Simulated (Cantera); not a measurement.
A Cantera script and its output.

```python
import numpy as np
import cantera as ct

gas = ct.Solution("gri30.yaml")
gas.TPX = 1450, 1000000, {'CH4': 1, 'C2H6': 0.045, 'C3H8': 1.2, 'O2': 8.87, 'N2': 49.7, 'H2O': 2.3}
reactor = ct.IdealGasConstPressureReactor(gas, energy="on", clone=False)
net = ct.ReactorNet([reactor])
net.rtol, net.atol = 1e-08, 1e-16
show = ['CH4', 'C2H6', 'C3H8', 'HCO', 'NO', 'C2H4', 'O2']
times = np.geomspace(9e-06, 7, 11)

steps = ct.SolutionArray(gas, extra=["t"])
rows = []
print(f"{'t/s':>10s}{'T/K':>9s}{'P/Pa':>11s}" + "".join(f"{s:>11s}" for s in show))
for t in times:
    while net.time < t:
        t_next = net.step()
        steps.append(gas.state, t=t_next)
    rows.append([np.interp(t, steps.t, y) for y in (steps.T, steps.P, *steps(*show).X.T)])
    print(f"{t:10.3e}{rows[-1][0]:9.1f}{rows[-1][1]:11.4g}" + "".join(f"{x:11.3e}" for x in rows[-1][2:]))
rate = np.gradient(steps.T, steps.t)
print("integrator steps:", len(steps.t))
if steps.T.max() > steps.T[0] + 200:
    print(f"time of steepest temperature rise: {steps.t[rate.argmax()]:.4e} s")
gas.TPX = 1450, 1000000, {'CH4': 1, 'C2H6': 0.045, 'C3H8': 1.2, 'O2': 8.87, 'N2': 49.7, 'H2O': 2.3}
gas.equilibrate("HP")
print(f"equilibrium (HP): T = {gas.T:.1f} K  " + "  ".join(f"{s} {gas[s].X[0]:.3e}" for s in show))
```

Output:

```
       t/s      T/K       P/Pa        CH4       C2H6       C3H8        HCO         NO       C2H4         O2
 9.000e-06   1448.9      1e+06  1.580e-02  9.271e-04  1.777e-02  4.859e-08  1.119e-12  1.243e-03  1.398e-01
 3.494e-05   1463.0      1e+06  1.554e-02  1.892e-03  1.194e-02  7.435e-07  2.289e-11  7.073e-03  1.350e-01
 1.356e-04   2611.4      1e+06  5.673e-16  4.126e-30  7.449e-44  9.418e-09  4.084e-04  2.198e-24  1.560e-02
 5.266e-04   2608.7      1e+06  5.871e-16  4.336e-30  7.988e-44  9.352e-09  1.894e-03  2.273e-24  1.493e-02
 2.044e-03   2601.9      1e+06  6.421e-16  5.026e-30  9.835e-44  9.396e-09  5.120e-03  2.522e-24  1.352e-02
 7.937e-03   2598.6      1e+06  6.710e-16  5.406e-30  1.090e-43  9.426e-09  6.619e-03  2.655e-24  1.288e-02
 3.081e-02   2598.6      1e+06  6.713e-16  5.410e-30  1.091e-43  9.427e-09  6.634e-03  2.656e-24  1.287e-02
 1.196e-01   2598.6      1e+06  6.713e-16  5.410e-30  1.091e-43  9.427e-09  6.634e-03  2.656e-24  1.287e-02
 4.644e-01   2598.6      1e+06  6.713e-16  5.410e-30  1.091e-43  9.427e-09  6.634e-03  2.656e-24  1.287e-02
 1.803e+00   2598.6      1e+06  6.713e-16  5.410e-30  1.091e-43  9.427e-09  6.634e-03  2.656e-24  1.287e-02
 7.000e+00   2598.6      1e+06  6.713e-16  5.410e-30  1.091e-43  9.427e-09  6.634e-03  2.656e-24  1.287e-02
integrator steps: 1890
time of steepest temperature rise: 5.5473e-05 s
equilibrium (HP): T = 2598.6 K  CH4 8.641e-16  C2H6 7.834e-30  C3H8 1.591e-43  HCO 9.427e-09  NO 6.634e-03  C2H4 2.968e-24  O2 1.287e-02
```

Detailed kinetics in Cantera: GRI-Mech 3.0 (53 species, 325 reactions). GRI-Mech 3.0 was tuned for natural gas; its chemistry of propane as a main component is partial and can be far from experiment.
